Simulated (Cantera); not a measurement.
Input: 1 mol HMDSO, 16 mol H2O, 1.4 mol N2, held at 0.00700 bar.

Method: chemical equilibrium by Gibbs-energy minimisation in Cantera with the NASA 1993 tables (ideal gas, pure condensed phases). Candidate condensed phases: C, C6H6, C7H8, C8H18, H2O, Si, SiC, SiO2, Si2N2O, Si3N4; 151 gas species. The feed counts by its element totals alone. The tables hold silica as quartz up to 1696 K and as liquid above; real silica turns to tridymite and cristobalite and melts near 1996 K. Kinetics and transport are ignored. All values below are at 1575 °C.

Base state: H2 0.564, H2O 0.202, CO 0.169, N2 0.0430, CO2 0.0151, H 0.00476, SiO 0.00217, OH 0.000125 (mole fractions); condensed: SiO2(condensed).

Q: What changes in the equilibrium state with this change: H2O from 16 to 24 mol?

A: 
```json
[
 {"species": "H2", "before": "0.564", "after": "0.464"},
 {"species": "H2O", "before": "0.202", "after": "0.348"},
 {"species": "CO", "before": "0.169", "after": "0.125"},
 {"species": "CO2", "before": "0.0151", "after": "0.0233"},
 {"species": "N2", "before": "0.0430", "after": "0.0345"},
 {"species": "SiO", "before": "0.00217", "after": "0.00104"},
 {"species": "OH", "before": "0.000125", "after": "0.000238"},
 {"species": "H", "before": "0.00476", "after": "0.00432"},
 {"species": "SiO2(condensed), mol", "before": "1.93", "after": "1.96"}
]
```
